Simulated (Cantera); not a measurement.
Feed: 1 mol toluene, 0.047 mol O2, 0.21 mol N2, held at 4.30 mbar.

Method: chemical equilibrium by Gibbs-energy minimisation in Cantera with the NASA 1993 tables (ideal gas, pure condensed phases). Candidate condensed phases: C, C6H6, C7H8, C8H18, H2O; 136 gas species. Kinetics and transport are ignored.

Q: At 1575 K, list the 4 most abundant gas species with their mole fractions, and the condensed phases.

A: H2 0.929, N2 0.0486, CO 0.0218, H 0.000611. Condensed: C(graphite).
